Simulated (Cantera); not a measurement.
Adiabatic ignition

An adiabatic, constant-pressure homogeneous reactor starts with CO : H2 : CH4 : O2 : N2 = 1 : 0.4 : 0.19 : 1.32 : 8.69 (molar parts), equivalence ratio 0.82, at 1200 K and 9.87 atm.

Detailed kinetics in Cantera: GRI-Mech 3.0 (53 species, 325 reactions).

```
t (s)     T (K)     x CO      x H2   x CH4     x N2O       x H   x C2H
--------  -----  -------  --------  ------  --------  --------  ------
3.00e-6    1200   0.0862    0.0345  0.0164    <1e-12   3.39e-9  <1e-12
6.83e-6    1200   0.0862    0.0345  0.0164    <1e-12   6.11e-9  <1e-12
1.55e-5    1200   0.0862    0.0345  0.0164  2.00e-12   1.63e-8  <1e-12
3.54e-5    1200   0.0862    0.0345  0.0164  1.57e-11   1.00e-7  <1e-12
8.05e-5    1206   0.0860    0.0340  0.0161   1.22e-9   9.71e-6  <1e-12
0.000183   2306   0.0146   0.00153  <1e-12   1.77e-6  0.000666  <1e-12
0.000417   2400  0.00462  0.000520  <1e-12   1.07e-6  0.000116  <1e-12
0.000949   2399  0.00459  0.000517  <1e-12   1.07e-6  0.000115  <1e-12
0.00216    2398  0.00458  0.000517  <1e-12   1.06e-6  0.000114  <1e-12
0.00491    2396  0.00458  0.000517  <1e-12   1.05e-6  0.000113  <1e-12
0.0112     2392  0.00457  0.000518  <1e-12   1.04e-6  0.000111  <1e-12
0.0255     2389  0.00457  0.000518  <1e-12   1.04e-6  0.000110  <1e-12
0.0579     2388  0.00457  0.000519  <1e-12   1.04e-6  0.000109  <1e-12
0.132      2388  0.00457  0.000519  <1e-12   1.04e-6  0.000109  <1e-12
0.300      2388  0.00457  0.000519  <1e-12   1.04e-6  0.000109  <1e-12
```
x: mole fraction; the columns are a selection and need not sum to one.

| Property | Result |
|---|---|
| time of steepest temperature rise | 0.157 ms |
| temperature at 0.300 s | 2388 K |
| equilibrium temperature | 2388 K |
| x(CO) at 0.300 s | 0.00457 (gas-phase equilibrium 0.00457) |
| x(H2) at 0.300 s | 0.000519 (gas-phase equilibrium 0.000519) |
| x(CH4) at 0.300 s | <1e-12 (gas-phase equilibrium <1e-12) |
